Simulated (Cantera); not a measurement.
Cantera run, input and output.

```python
import numpy as np
import cantera as ct

gas = ct.Solution("gri30.yaml")
gas.TPX = 1298, 63000, {'CH4': 1, 'O2': 2.35, 'N2': 8.85}
reactor = ct.IdealGasReactor(gas, energy="on", clone=False)
net = ct.ReactorNet([reactor])
net.rtol, net.atol = 1e-08, 1e-16
show = ['CH4', 'O2', 'O', 'N2O', 'CO']
times = np.geomspace(1e-06, 0.6, 12)

steps = ct.SolutionArray(gas, extra=["t"])
rows = []
print(f"{'t/s':>10s}{'T/K':>9s}{'P/Pa':>11s}" + "".join(f"{s:>11s}" for s in show))
for t in times:
    while net.time < t:
        t_next = net.step()
        steps.append(gas.state, t=t_next)
    rows.append([np.interp(t, steps.t, y) for y in (steps.T, steps.P, *steps(*show).X.T)])
    print(f"{t:10.3e}{rows[-1][0]:9.1f}{rows[-1][1]:11.4g}" + "".join(f"{x:11.3e}" for x in rows[-1][2:]))
rate = np.gradient(steps.T, steps.t)
print("integrator steps:", len(steps.t))
if steps.T.max() > steps.T[0] + 200:
    print(f"time of steepest temperature rise: {steps.t[rate.argmax()]:.4e} s")
gas.TPX = 1298, 63000, {'CH4': 1, 'O2': 2.35, 'N2': 8.85}
gas.equilibrate("UV")
print(f"equilibrium (UV): T = {gas.T:.1f} K  " + "  ".join(f"{s} {gas[s].X[0]:.3e}" for s in show))
```

Output:

```
       t/s      T/K       P/Pa        CH4         O2          O        N2O         CO
 1.000e-06   1298.0    6.3e+04  8.197e-02  1.926e-01  1.286e-11  2.434e-16  1.149e-17
 3.352e-06   1298.0    6.3e+04  8.197e-02  1.926e-01  4.952e-11  1.052e-15  5.681e-16
 1.123e-05   1298.0    6.3e+04  8.197e-02  1.926e-01  7.486e-11  6.077e-15  2.090e-14
 3.766e-05   1298.0    6.3e+04  8.197e-02  1.926e-01  1.166e-10  4.825e-14  7.641e-13
 1.262e-04   1298.0    6.3e+04  8.197e-02  1.926e-01  2.773e-10  4.632e-13  3.072e-11
 4.231e-04   1298.0    6.3e+04  8.196e-02  1.926e-01  1.125e-09  4.549e-12  1.591e-09
 1.418e-03   1298.0    6.3e+04  8.194e-02  1.926e-01  7.522e-09  3.434e-11  1.636e-07
 4.753e-03   1299.7  6.308e+04  8.163e-02  1.924e-01  2.733e-08  1.969e-10  1.793e-05
 1.593e-02   2762.7  1.388e+05  5.809e-16  3.737e-02  7.746e-03  7.180e-07  2.885e-02
 5.340e-02   2752.7  1.382e+05  6.090e-16  3.421e-02  7.112e-03  8.074e-07  2.887e-02
 1.790e-01   2752.7  1.382e+05  6.090e-16  3.421e-02  7.112e-03  8.074e-07  2.887e-02
 6.000e-01   2752.7  1.382e+05  6.090e-16  3.421e-02  7.112e-03  8.074e-07  2.887e-02
integrator steps: 2137
time of steepest temperature rise: 1.5170e-02 s
equilibrium (UV): T = 2752.7 K  CH4 8.241e-16  O2 3.421e-02  O 7.112e-03  N2O 8.074e-07  CO 2.887e-02
```

Cantera simulation using GRI-Mech 3.0 (53 species, 325 reactions); the numbers are that mechanism's predictions, not measurements.
